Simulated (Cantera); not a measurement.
Feed: 1 mol C₃H₈, 1.8 mol O₂, 1.5 mol H₂, held at 1248.15 K and 0.160 bar.

Method: chemical equilibrium by Gibbs-energy minimisation in Cantera with the NASA 1993 tables (ideal gas, pure condensed phases). Candidate condensed phases: C, C₆H₆, C₇H₈, C₈H₁₈, H₂O; 110 gas species. Equilibrium is a limit: real reactors are often held back by kinetics, nucleation or transport.

Base state: H₂ 0.595, CO 0.334, H₂O 0.0519, CO₂ 0.0187 (mole fractions); condensed: gas only.

What changes in the equilibrium state with this change: H₂ from 1.5 to 31 mol?


| species | before | after |
|---|---|---|
| H₂ | 0.595 | 0.906 |
| CO | 0.334 | 0.0781 |
| H₂O | 0.0519 | 0.0150 |
| CO₂ | 0.0187 | 0.000829 |
| CH₄ | 5.94e-6 | 1.70e-5 |

What changes in the equilibrium state with this change: O₂ from 1.8 to 0.78 mol?


```tsv
species	before	after
H₂	0.595	0.778
CO	0.334	0.221
CH₄	5.94e-6	0.00108
H₂O	0.0519	0.000422
CO₂	0.0187	7.68e-5
C(graphite), mol	0	1.44
```
